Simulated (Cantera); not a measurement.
# Reactions in the system N-Nb-O

Cantera with NASA thermochemical tables; ideal gases at 1 bar, condensed phases pure. Values are per mole of reaction as written; species without (g) are pure solids or liquids, kept so even where they would boil at 1 bar.

N2O(g) + 2 NbO2(g) = N2(g) + Nb2O5

```
T (K)  ΔH° (kJ)  ΔS° (J/K)  ΔG° (kJ)  log10 K
-----  --------  ---------  --------  -------
925     -1557.2     -394.3   -1192.5    67.34
975     -1555.2     -392.1   -1172.9    62.83
1025    -1553.1     -390.0   -1153.3    58.77
1075    -1551.0     -388.0   -1133.9    55.09
1125    -1548.9     -386.1   -1114.5    51.75
1175    -1546.8     -384.3   -1095.2    48.69
1225    -1544.6     -382.5   -1076.1    45.88
1275    -1542.5     -380.8   -1057.0    43.30
1325    -1540.3     -379.1   -1038.0    40.92
```
